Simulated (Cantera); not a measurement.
Diamond growth

A diamond (100) surface in a fixed gas of H2 with x(CH4) = 0.0036, x(H) = 0.01, at 900 K, 9.75 Torr; coverages are run to steady state.

Model: the Harris–Goodwin 1993 mechanism for the reconstructed diamond (100) surface, integrated in Cantera.

```json
[
 {"x(CH3)": "1e-06", "growth (µm/h)": "0.00407", "θ c6HH": "0.692", "θ c6H*": "0.0105", "θ c6*H": "0.293", "θ c6**": "0.00440", "θ c6HM": "8.43e-5"},
 {"x(CH3)": "2.4e-06", "growth (µm/h)": "0.00977", "θ c6HH": "0.692", "θ c6H*": "0.0105", "θ c6*H": "0.293", "θ c6**": "0.00440", "θ c6HM": "0.000202"},
 {"x(CH3)": "5.7e-06", "growth (µm/h)": "0.0232", "θ c6HH": "0.692", "θ c6H*": "0.0105", "θ c6*H": "0.293", "θ c6**": "0.00440", "θ c6HM": "0.000480"},
 {"x(CH3)": "1.3e-05", "growth (µm/h)": "0.0528", "θ c6HH": "0.691", "θ c6H*": "0.0105", "θ c6*H": "0.293", "θ c6**": "0.00439", "θ c6HM": "0.00109"},
 {"x(CH3)": "3.2e-05", "growth (µm/h)": "0.130", "θ c6HH": "0.690", "θ c6H*": "0.0105", "θ c6*H": "0.292", "θ c6**": "0.00438", "θ c6HM": "0.00269"},
 {"x(CH3)": "7.6e-05", "growth (µm/h)": "0.307", "θ c6HH": "0.687", "θ c6H*": "0.0104", "θ c6*H": "0.291", "θ c6**": "0.00436", "θ c6HM": "0.00635"},
 {"x(CH3)": "0.00018", "growth (µm/h)": "0.718", "θ c6HH": "0.679", "θ c6H*": "0.0103", "θ c6*H": "0.288", "θ c6**": "0.00430", "θ c6HM": "0.0149"},
 {"x(CH3)": "0.00043", "growth (µm/h)": "1.67", "θ c6HH": "0.662", "θ c6H*": "0.0100", "θ c6*H": "0.280", "θ c6**": "0.00416", "θ c6HM": "0.0346"},
 {"x(CH3)": "0.001", "growth (µm/h)": "3.66", "θ c6HH": "0.627", "θ c6H*": "0.00949", "θ c6*H": "0.265", "θ c6**": "0.00388", "θ c6HM": "0.0757"}
]
```
θ: site fractions in the mechanism's names (c6HH fully hydrogenated, c6H* and c6*H radical sites, c6** diradical, c6HM methylated).
